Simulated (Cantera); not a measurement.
Source: NASA polynomial tables (part measured, part estimated), evaluated in Cantera. Values are per mole of reaction as written; species without (g) are pure solids or liquids, kept so even where they would boil at 1 bar.

2 Cl(g) + Fe = FeCl2(g), with ΔH° = -383.6 kJ and ΔS° = -58.5 J/K at 300 K.

Question: How far is the shortcut ΔG° ≈ ΔH°(300 K) − T·ΔS°(300 K) from the full temperature-dependent value at 573, 623, 673, 723, 773, 823, 873, 923, 973, 1023 K?

Answer: 
| T (K) | shortcut (kJ) | full (kJ) | difference (kJ) | difference in log10 K |
|---|---|---|---|---|
| 573 | -350.1 | -348.9 | -1.3 | 0.11 |
| 623 | -347.2 | -345.5 | -1.7 | 0.15 |
| 673 | -344.3 | -342.0 | -2.3 | 0.18 |
| 723 | -341.3 | -338.5 | -2.9 | 0.21 |
| 773 | -338.4 | -334.9 | -3.6 | 0.24 |
| 823 | -335.5 | -331.2 | -4.3 | 0.27 |
| 873 | -332.6 | -327.5 | -5.1 | 0.30 |
| 923 | -329.6 | -323.7 | -6.0 | 0.34 |
| 973 | -326.7 | -319.8 | -6.9 | 0.37 |
| 1023 | -323.8 | -315.9 | -7.9 | 0.40 |
The shortcut ignores the heat-capacity change of the reaction.
